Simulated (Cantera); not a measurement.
A perfectly stirred reactor is fed with 2.44 % C2H6, 97.6 % N2, at 0.0267 bar; it is held at 2000 K, and followed from long to short residence time.

Computed with Cantera and GRI-Mech 3.0 (53 species, 325 reactions). GRI-Mech 3.0 stops at C3 and has no aromatics, soot or wall deposition, so with more carbon than oxygen in the feed, carbon stays in small species such as C2H2 where larger ones or solid carbon would form. Radical loss at walls, strong at low pressure, is not modelled.

One state of this run: x C2H6 = 1.33e-7; x C2H2 = 0.0193; x C2H = 1.21e-5; x H2 = 0.0455; x HCN = 0.00765. x: mole fraction; the columns are a selection and need not sum to one.

### Question
Which value of τ (s) does it belong to?
(A) 7.1
(B) 17
(C) 0.22
(D) 0.092

### Answer
A, 7.1
